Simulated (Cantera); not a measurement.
Input: 1 mol SiHCl₃, 38 mol N₂, equilibrated at 1950 K and 0.750 Torr.

Cantera equilibrium calculation (NASA polynomials, part measured and part estimated; ideal gas, pure solids and liquids). Candidate condensed phases: NH₄Cl, Si, Si₃N₄; 28 gas species. The tables' values for SiCl, SiCl₃, SiN are old estimates; treat these amounts as uncertain. The numbers say what is thermodynamically allowed, not how fast it happens.

Base state: N₂ 0.943, SiCl₂ 0.0225, HCl 0.0183, Cl 0.0102, H₂ 0.00238, H 0.00177, Si 0.00150, SiCl 0.000678 (mole fractions); condensed: gas only.

Task: What changes in the equilibrium state with this change: pressure from 0.750 Torr to 750 Torr?

Result: 
```csv
species,before,after
N₂,0.943,0.952
SiCl₂,0.0225,0.0218
HCl,0.0183,0.0209
Cl,0.0102,0.000401
SiCl₃,7.35e-5,0.00280
Si,0.00150,9.35e-7
SiCl₄,2.98e-7,0.000447
SiHCl₃,1.37e-8,1.51e-5
SiN,1.36e-5,2.68e-7
SiCl,0.000678,1.66e-5
```
The tables' values for SiCl₃, SiCl are old estimates; treat these amounts as uncertain.
